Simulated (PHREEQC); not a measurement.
# Copper plating or etch bath (model solution)

Solution (25 °C): 0.23 mol/kgw CuCl2, 1.9 mol/kgw HNO3 and 0.0039 mol/kgw CaCl2. Closed to the air; pH follows from the charge balance.

Equilibrium calculation in PHREEQC: ion-association model, phreeqc.dat.

This is a speciation only: nothing precipitates in the calculation.

Q: What pH does the model give?

A: pH -0.14.

Q: In which forms is Cu present?

A: Cu+2 83 %, CuCl+ 17 %, CuCl2 0.7 % of the Cu.

Caution: at this ionic strength the ion-association model is outside its range; a Pitzer model would be the better tool where its parameters exist.
